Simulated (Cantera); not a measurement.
An isothermal, constant-pressure homogeneous reactor starts with NO : N2 = 1 : 0.2 (molar parts), at 1975 K and 1.28 atm. Integrator tolerance rtol = 1e-08.

Computed with Cantera and GRI-Mech 3.0 (53 species, 325 reactions).

What does this change do: pressure from 1.28 atm to 0.0128 atm?


```tsv
quantity	before	after
x(NO) at 2.00 s	0.0662 (gas-phase equilibrium 0.00861)	0.750 (gas-phase equilibrium 0.00859)
x(N2) at 2.00 s	0.550 (gas-phase equilibrium 0.579)	0.208 (gas-phase equilibrium 0.578)
x(N2O) at 2.00 s	2.25e-6 (gas-phase equilibrium 4.74e-7)	0.000160 (gas-phase equilibrium 4.72e-8)
x(O2) at 2.00 s	0.383 (gas-phase equilibrium 0.412)	0.0407 (gas-phase equilibrium 0.410)
x(O) at 2.00 s	0.000302 (gas-phase equilibrium 0.000312)	0.00128 (gas-phase equilibrium 0.00311)
x(NO2) at 2.00 s	0.000183 (gas-phase equilibrium 2.47e-5)	6.20e-5 (gas-phase equilibrium 2.46e-6)
```
Radical loss at walls, strong at low pressure, is not modelled.

What does this change do: pressure from 1.28 atm to 0.168 atm?


```json
[
 {"quantity": "x(NO) at 2.00 s", "before": "0.0662 (gas-phase equilibrium 0.00861)", "after": "0.383 (gas-phase equilibrium 0.00861)"},
 {"quantity": "x(N2) at 2.00 s", "before": "0.550 (gas-phase equilibrium 0.579)", "after": "0.392 (gas-phase equilibrium 0.579)"},
 {"quantity": "x(N2O) at 2.00 s", "before": "2.25e-6 (gas-phase equilibrium 4.74e-7)", "after": "5.17e-5 (gas-phase equilibrium 1.71e-7)"},
 {"quantity": "x(O2) at 2.00 s", "before": "0.383 (gas-phase equilibrium 0.412)", "after": "0.225 (gas-phase equilibrium 0.412)"},
 {"quantity": "x(O) at 2.00 s", "before": "0.000302 (gas-phase equilibrium 0.000312)", "after": "0.000653 (gas-phase equilibrium 0.000862)"},
 {"quantity": "x(NO2) at 2.00 s", "before": "0.000183 (gas-phase equilibrium 2.47e-5)", "after": "0.000292 (gas-phase equilibrium 8.93e-6)"}
]
```
